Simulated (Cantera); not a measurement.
Input (Python, Cantera) and output of one run.

```python
import numpy as np
import cantera as ct

gas_names = """
    AL ALN ALO ALO2 AL2 AL2O AL2O2 N NO NO2 NO3 N2 N2O O O2 O3
""".split()
cond_names = """
    AL(cr) AL(L) ALN(s) AL2O3(a) AL2O3(L)
""".split()


# ... load() reads the species with a 1 bar reference pressure and builds the phases ...
atoms = {
    'Al': {'AL': 1},
    'N2O': {'N': 2, 'O': 1},
    'N2': {'N': 2},
}
top_T = {'ALN(s)': 2750}  # K; cautious upper limits of use, not melting points


# ... equilibrate(T, P, feed) seeds the gas with the atoms and calls Mixture.equilibrate('TP', solver="vcs", rtol=1e-11, max_steps=5000) ...
results = []
feed = {'Al': 1, 'N2O': 0.94, 'N2': 4.1}  # mol
P = 89  # Pa
for T in [698, 798, 898, 998, 1098, 1198, 1298, 1398, 1498, 1598, 1698, 1798]:
    mix = equilibrate(T, P, feed)
    results.append((T, P, feed, dict(zip(mix.species_names, mix.species_moles))))
    x = sorted(zip(gas.X, gas.species_names), reverse=True)
    print(f"T = {T:g} K  P = {P:g} Pa  gas = {mix.phase_moles(0):.4g} mol")
    print("   x: " + "  ".join(f"{s} {v:.3e}" for v, s in x if v > 1e-06))
    print("   condensed (mol): " + ("  ".join(f"{mix.phase(i).name} {mix.phase_moles(i):.4g}"
          for i in range(1, mix.n_phases) if mix.phase_moles(i) > 1e-12) or "none"))
```

Result:

```
T = 698 K  P = 89 Pa  gas = 4.853 mol
   x: N2 1.000e+00
   condensed (mol): ALN(s) 0.3733  AL2O3(a) 0.3133
T = 798 K  P = 89 Pa  gas = 4.853 mol
   x: N2 1.000e+00
   condensed (mol): ALN(s) 0.3733  AL2O3(a) 0.3133
T = 898 K  P = 89 Pa  gas = 4.853 mol
   x: N2 1.000e+00
   condensed (mol): ALN(s) 0.3733  AL2O3(a) 0.3133
T = 998 K  P = 89 Pa  gas = 4.853 mol
   x: N2 1.000e+00
   condensed (mol): ALN(s) 0.3733  AL2O3(a) 0.3133
T = 1098 K  P = 89 Pa  gas = 4.853 mol
   x: N2 1.000e+00
   condensed (mol): ALN(s) 0.3733  AL2O3(a) 0.3133
T = 1198 K  P = 89 Pa  gas = 4.853 mol
   x: N2 1.000e+00
   condensed (mol): ALN(s) 0.3733  AL2O3(a) 0.3133
T = 1298 K  P = 89 Pa  gas = 4.853 mol
   x: N2 1.000e+00
   condensed (mol): ALN(s) 0.3733  AL2O3(a) 0.3133
T = 1398 K  P = 89 Pa  gas = 4.853 mol
   x: N2 1.000e+00
   condensed (mol): ALN(s) 0.3733  AL2O3(a) 0.3133
T = 1498 K  P = 89 Pa  gas = 4.853 mol
   x: N2 1.000e+00  AL 2.175e-06
   condensed (mol): ALN(s) 0.3733  AL2O3(a) 0.3133
T = 1598 K  P = 89 Pa  gas = 4.854 mol
   x: N2 9.999e-01  AL 5.324e-05  AL2O 4.812e-06
   condensed (mol): ALN(s) 0.373  AL2O3(a) 0.3133
T = 1698 K  P = 89 Pa  gas = 4.861 mol
   x: N2 9.989e-01  AL 8.895e-04  AL2O 1.741e-04
   condensed (mol): ALN(s) 0.3679  AL2O3(a) 0.3131
T = 1798 K  P = 89 Pa  gas = 4.969 mol
   x: N2 9.849e-01  AL 1.088e-02  AL2O 4.219e-03
   condensed (mol): ALN(s) 0.2913  AL2O3(a) 0.3063
```

Method: chemical equilibrium by Gibbs-energy minimisation in Cantera with the NASA 1993 tables (ideal gas, pure condensed phases). Mutual solubility and eutectic melting of coexisting phases are not modelled.
